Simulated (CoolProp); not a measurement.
The numbers come from the reference Helmholtz-energy equation of state, Lemmon 2005 in CoolProp.

Question: For R125, give the phase and the Joule-Thomson coefficient (K/MPa), viscosity (µPa s) at 16.05 °C and 101 kPa; 42.65 °C and 101 kPa.

Answer: 
- 16.05 °C and 101 kPa: gas; Joule-Thomson coefficient 15.3, viscosity 12.6
- 42.65 °C and 101 kPa: gas; Joule-Thomson coefficient 11.5, viscosity 13.7

Viscosity comes from a separate model (Huber 2006).
